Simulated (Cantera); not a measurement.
Mixture: CO : H2 : CH4 : O2 : N2 = 1 : 0.59 : 0.046 : 0.806 : 3.03 (molar parts), at 29.0 bar, adiabatic and at constant pressure. Ignition delay is the time to a rise of 400 K.

Detailed kinetics in Cantera: GRI-Mech 3.0 (53 species, 325 reactions). The pressure lies above the range GRI-Mech 3.0 was tuned for (to about 10 atm). Below about 1000 K GRI-Mech 3.0 lacks low-temperature oxidation paths.

**Question.** What does this change do: H2 0.59 to 0.21 parts?

**Answer.** 
| quantity | before | after |
|---|---|---|
| delay at 950 K | 9.07 ms | 10.6 ms |
| delay at 1050 K | 0.992 ms | 1.12 ms |
| delay at 1150 K | 0.149 ms | 0.173 ms |
| delay at 1250 K | 27.5 µs | 36.4 µs |
| apparent activation energy between 1200 and 1300 K | 210 kJ/mol | 180 kJ/mol |
